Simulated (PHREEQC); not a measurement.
Leach liquor (model solution)

A solution holds 0.012 mol/kgw H2SO4, 0.26 mol/kgw MnSO4 and 0.021 mol/kgw NiSO4, at 25 °C. Closed to the air; pH follows from the charge balance.

The numbers come from PHREEQC with the ion-association model, wateq4f.dat.

This is a speciation only: nothing precipitates in the calculation.

Problem. Estimate the pH, activity of water, ionic strength.

Solution. pH 2.33; activity of water 0.993; ionic strength 0.558 mol/kgw.

Problem. In which forms is Mn present?

Solution. Mn+2 50 %, MnSO4 50 % of the Mn.
